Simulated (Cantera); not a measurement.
A closed system holds: 1 mol FeS, 3.2 mol O₂, 3.2 mol N₂, held at 3380 Torr.

Equilibrium computed with Cantera from the NASA thermochemical tables; the gas is ideal and each condensed phase is pure. Candidate condensed phases: Fe, FeO, FeS, FeSO₄, FeS₂, Fe₂O₃, Fe₂(SO₄)₃, Fe₃O₄, S; 19 gas species. Rates play no part.

**Question.** At 1275 °C, list the 4 most abundant gas species with their mole fractions, and the condensed phases.

**Answer.** N₂ 0.567, O₂ 0.254, SO₂ 0.172, SO₃ 0.00542. Condensed: Fe₂O₃(s).
